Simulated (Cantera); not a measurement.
Input: 1 mol CaCO₃, 2 mol H₂, at 2100 K and 9.00 mbar.

Method: chemical equilibrium by Gibbs-energy minimisation in Cantera with the NASA 1993 tables (ideal gas, pure condensed phases). Candidate condensed phases: C, C₆H₆, C₇H₈, C₈H₁₈, Ca, CaCO₃, CaO, Ca(OH)₂, H₂O; 115 gas species. The numbers say what is thermodynamically allowed, not how fast it happens.

Base state: H₂ 0.365, CO 0.285, H₂O 0.283, CO₂ 0.0447, H 0.0199, OH 0.00183, CaOH 8.46e-5, Ca 7.39e-5 (mole fractions); condensed: CaO(s).

Task: What changes in the equilibrium state with this change: H₂ from 2 to 0.21 mol?

Result: 
```csv
species,before,after
CO₂,0.0447,0.626
CO,0.285,0.186
H₂O,0.283,0.156
H₂,0.365,0.00939
O₂,2.34e-5,0.0108
H,0.0199,0.00318
Ca(OH)₂,6.05e-5,3.34e-5
O,7.09e-5,0.00152
Ca,7.39e-5,3.44e-6
CaOH,8.46e-5,1.36e-5
OH,0.00183,0.00631
"CaO(s), mol",0.999,1.000
```

Task: What changes in the equilibrium state with this change: H₂ from 2 to 0.87 mol?

Result: 
```tsv
species	before	after
CO	0.285	0.339
H₂O	0.283	0.334
CO₂	0.0447	0.192
H₂	0.365	0.120
H	0.0199	0.0114
Ca(OH)₂	6.05e-5	7.14e-5
O₂	2.34e-5	0.000305
O	7.09e-5	0.000256
Ca	7.39e-5	2.05e-5
OH	0.00183	0.00378
CaO(s), mol	0.999	1.000
```
